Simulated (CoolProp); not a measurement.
Computed with CoolProp (reference Helmholtz-energy equation of state, McLinden 2015).

Problem. For the fluoroketone C6F12O (FK-5-1-12), give the phase and the density (kg/m³), cv (kJ/(kg K)), speed of sound (m/s), expansivity (1/kK) at 490.1 K and 5.75 MPa; 490.1 K and 7.91 MPa; 490.1 K and 8.63 MPa.

Solution. 
- 490.1 K and 5.75 MPa: supercritical; density 889, cv 1.07, speed of sound 133, expansivity 6.48
- 490.1 K and 7.91 MPa: supercritical; density 1000, cv 1.06, speed of sound 179, expansivity 4.23
- 490.1 K and 8.63 MPa: supercritical; density 1030, cv 1.06, speed of sound 191, expansivity 3.84
